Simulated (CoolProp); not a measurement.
n-perfluorohexane along the isobar 0.279 MPa: fugacity coefficient from the reference equation and from simpler models built on Tc = 448.0 K, pc = 1.742 MPa, ω = 0.497; each cubic takes its own stable root.

Computed with CoolProp (reference Helmholtz-energy equation of state, Gao 2022).

```csv
T (K),phase,reference
365.4,gas,0.8860
376,gas,0.8969
386.5,gas,0.9063
397.1,gas,0.9148
407.7,gas,0.9223
418.3,gas,0.9290
428.8,gas,0.9350
439.4,gas,0.9403
450,gas,0.9452
```

### Question
How far does each simpler model (van der Waals, Soave-Redlich-Kwong, Peng-Robinson) lie from the reference over these 9 states: mean and median of the absolute difference, and the worst?

### Answer
- van der Waals: mean 2.2 %, median 2.0 %, worst +4.2 % at 365.4 K and 0.279 MPa
- Soave-Redlich-Kwong: mean 0.2 %, median 0.2 %, worst +0.3 % at 365.4 K and 0.279 MPa
- Peng-Robinson: mean 0.5 %, median 0.5 %, worst -0.5 % at 407.7 K and 0.279 MPa
